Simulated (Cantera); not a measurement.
# Carbothermic reduction: CuO + CH4 + N2

Input: 1 mol CuO, 1.4 mol CH4, 0.19 mol N2, at 77.0 Pa.

Equilibrium computed with Cantera from the NASA thermochemical tables; the gas is ideal and each condensed phase is pure. Candidate condensed phases: C, C6H6, C7H8, C8H18, Cu, CuO, Cu(OH)2, Cu2O, H2O; 139 gas species. Kinetics and transport are ignored.

From 1750 °C to 2350 °C the condensed part is C(graphite). The main Cu-bearing gas is Cu throughout.

```json
[
 {"T (°C)": "1750", "x H": "0.0494", "x H2": "0.521", "x CO": "0.195", "x Cu": "0.195", "x N2": "0.0360", "n C(graphite)": "0.383"},
 {"T (°C)": "1850", "x H": "0.0903", "x H2": "0.488", "x CO": "0.191", "x Cu": "0.191", "x N2": "0.0347", "n C(graphite)": "0.374"},
 {"T (°C)": "1950", "x H": "0.153", "x H2": "0.438", "x CO": "0.185", "x Cu": "0.185", "x N2": "0.0330", "n C(graphite)": "0.363"},
 {"T (°C)": "2050", "x H": "0.239", "x H2": "0.370", "x CO": "0.176", "x Cu": "0.176", "x N2": "0.0309", "n C(graphite)": "0.348"},
 {"T (°C)": "2150", "x H": "0.343", "x H2": "0.288", "x CO": "0.166", "x Cu": "0.166", "x N2": "0.0285", "n C(graphite)": "0.330"},
 {"T (°C)": "2250", "x H": "0.451", "x H2": "0.203", "x CO": "0.155", "x Cu": "0.155", "x N2": "0.0260", "n C(graphite)": "0.298"},
 {"T (°C)": "2350", "x H": "0.543", "x H2": "0.128", "x CO": "0.145", "x Cu": "0.145", "x N2": "0.0238", "n C(graphite)": "0.208"}
]
```
x: gas mole fraction; n: condensed amount in mol.
